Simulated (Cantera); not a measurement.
Feed: 1 mol CH3SiH3, 0.078 mol HCl, 7.8 mol H2, held at 1998.15 K and 7.50 Torr.

Equilibrium computed with Cantera from the NASA thermochemical tables; the gas is ideal and each condensed phase is pure. Candidate condensed phases: C, C6H6, C7H8, C8H18, Si, SiC; 109 gas species. The feed counts by its element totals alone. Rates play no part.

Base state: H2 0.976, H 0.0159, HCl 0.00699, Si 0.000411, C2H2 (acetylene) 0.000236, Cl 8.47e-5, SiH 2.77e-5, SiCl2 1.16e-5 (mole fractions); condensed: SiC(s).

What changes in the equilibrium state with this change: CH3SiH3 replaced by Si(CH3)4?


| species | before | after |
|---|---|---|
| H2 | 0.976 | 0.978 |
| H | 0.0159 | 0.0159 |
| HCl | 0.00699 | 0.00550 |
| C2H2 (acetylene) | 0.000236 | 0.000742 |
| Si | 0.000411 | 0.000232 |
| SiCl2 | 1.16e-5 | 4.04e-6 |
| Si2C | 1.12e-5 | 6.31e-6 |
| SiC(s), mol | 0.995 | 0.996 |
| C(graphite), mol | 0 | 2.98 |
